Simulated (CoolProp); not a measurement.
The fluid at 376.77 K and 0.509 MPa is throttled through a valve to 0.0876 MPa with no heat exchange. The same conditions are run with several fluids, on thermodynamics alone (safety and materials aside).

Computed with CoolProp (reference Helmholtz-energy equation of state of each fluid (ethylene: Smukala 2000; R125: Lemmon 2005; ethane: Bücker 2006; R227EA: Lemmon 2016; R21: Platzer 1990)). The equations of Platzer and Polt are older, rougher fits.

```csv
fluid,temperature change (K),final density (kg/m³)
ethylene,-2.4,0.791
R125,…,…
ethane,…,0.849
R227EA,…,…
R21,…,…
```

### Question
Some entries are withheld; supply them.

### Answer

- R125, temperature change (K): -2.9
- R125, final density (kg/m³): 3.40
- ethane, temperature change (K): -2.5
- R227EA, temperature change (K): -3.7
- R227EA, final density (kg/m³): 4.85
- R21, temperature change (K): -8.8
- R21, final density (kg/m³): 2.98
